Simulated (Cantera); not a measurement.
Input: 1 mol HI, 0.055 mol H2, held at 1527 °C and 0.100 bar.

Equilibrium computed with Cantera from the NASA thermochemical tables; the gas is ideal and each condensed phase is pure. Candidate condensed phases: I2; 5 gas species. The numbers say what is thermodynamically allowed, not how fast it happens.

Base state: I 0.566, H2 0.323, HI 0.108, I2 0.00264, H 0.000643 (mole fractions); condensed: gas only.

Problem. What changes in the equilibrium state with this change: H2 from 0.055 to 1.1 mol?

Solution. 
```json
[
 {"species": "H2", "before": "0.323", "after": "0.599"},
 {"species": "I", "before": "0.566", "after": "0.316"},
 {"species": "HI", "before": "0.108", "after": "0.0825"},
 {"species": "I2", "before": "0.00264", "after": "0.000826"},
 {"species": "H", "before": "0.000643", "after": "0.000877"}
]
```
